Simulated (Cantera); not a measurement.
Input: 1 mol AlCl3, 2.4 mol N2O, 13 mol N2, equilibrated at 1173.15 K and 0.120 Torr.

Method: chemical equilibrium by Gibbs-energy minimisation in Cantera with the NASA 1993 tables (ideal gas, pure condensed phases). Candidate condensed phases: Al, AlCl3, AlN, Al2O3; 24 gas species. Kinetics and transport are ignored.

Base state: N2 0.859, Cl 0.0638, Cl2 0.0518, O2 0.0251, NO 5.72e-5 (mole fractions); condensed: Al2O3(s).

### Question
What changes in the equilibrium state with this change: N2O from 2.4 to 22 mol?

### Answer
| species | before | after |
|---|---|---|
| N2 | 0.859 | 0.736 |
| O2 | 0.0251 | 0.215 |
| Cl | 0.0638 | 0.0339 |
| Cl2 | 0.0518 | 0.0146 |
| NO | 5.72e-5 | 0.000155 |
| Al2O3(s), mol | 0.500 | 0.500 |

### Question
What changes in the equilibrium state with this change: temperature from 1173.15 K to 950 K?

### Answer
```
species         before    after
-------------  -------  -------
N2               0.859    0.886
Cl2             0.0518   0.0842
O2              0.0251   0.0259
Cl              0.0638  0.00406
NO             5.72e-5  6.53e-6
Al2O3(s), mol    0.500    0.500
```
Condensed phases not in the tables: AlOCl.
